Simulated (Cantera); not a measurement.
A freely propagating, adiabatic, planar premixed flame of 51.9 % H2, 13.0 % O2, 35.1 % N2, equivalence ratio 2.0, unburnt at 625 K and 0.444 atm; mixture-averaged transport, grid criteria slope 0.08 and curve 0.16, no radiation.

Computed with Cantera and the H2/O2 subset of GRI-Mech 3.0, which has no nitrogen chemistry. Burning velocities carry a grid error of a few per cent, more on coarse grids.

Question: Predict: laminar burning velocity; thermal thickness; peak x(HO2); peak x(OH); peak x(O); peak x(H2O2).

Answer: 
| Quantity | Value |
|---|---|
| laminar burning velocity | 1070 cm/s |
| thermal thickness | 1.21 mm |
| peak x(HO2) | 0.000134 |
| peak x(OH) | 0.00872 |
| peak x(O) | 0.00648 |
| peak x(H2O2) | 2.30e-6 |
